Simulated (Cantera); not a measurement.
**Thermodynamics of oxide etching and cleaning by halides, feed TiO₂ + Cl₂**

Charge: 1 mol TiO₂, 1 mol Cl₂, held at 602 °C and 2.40 Torr.

Method: chemical equilibrium by Gibbs-energy minimisation in Cantera with the NASA 1993 tables (ideal gas, pure condensed phases). Candidate condensed phases: Ti, TiCl₂, TiCl₃, TiCl₄, TiO, TiO₂, Ti₂O₃, Ti₃O₅, Ti₄O₇; 15 gas species. Condensed phases not in the tables: TiOCl. Equilibrium is a limit: real reactors are often held back by kinetics, nucleation or transport.

```yaml
x(Cl₂): 0.999
x(Cl): 0.000814
x(TiCl₄): 0.000160
x(O₂): 0.000160
n(TiO₂(rutile)): 1.000 mol
gas_amount: 1.000 mol
log10 activity of TiCl₄(l) (absent): -8.20
log10 activity of TiCl₃(s) (absent): -12.57
log10 activity of Ti₄O₇(s) (absent): -13.87
```
